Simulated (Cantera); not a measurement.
# Si + Br2 (silicon etching in halogen gases)

Charge: 1 mol Si, a varied amount of Br2, held at 26.0 mbar.

Cantera equilibrium calculation (NASA polynomials, part measured and part estimated; ideal gas, pure solids and liquids). Candidate condensed phases: Br2, Si; 9 gas species. The tables' values for SiBr3 are old estimates. Equilibrium is a limit: real reactors are often held back by kinetics, nucleation or transport.

Stable condensed phases:

```
T in K \ n(Br2) in mol
         0.78  1.3  1.8  2.3  2.8  3.3  3.8  4.3  4.8
   1500     A    B    B    B    B    B    B    B    B
   1450     A    B    B    B    B    B    B    B    B
   1400     A    B    B    B    B    B    B    B    B
   1350     A    A    B    B    B    B    B    B    B
   1300     A    A    B    B    B    B    B    B    B
   1250     A    A    B    B    B    B    B    B    B
   1200     A    A    B    B    B    B    B    B    B
   1150     A    A    A    B    B    B    B    B    B
   1100     A    A    A    B    B    B    B    B    B
   1050     A    A    A    B    B    B    B    B    B
   1000     A    A    A    B    B    B    B    B    B
    950     A    A    A    B    B    B    B    B    B
    900     A    A    A    B    B    B    B    B    B
    850     A    A    A    B    B    B    B    B    B
```

A: Si; B: gas only.
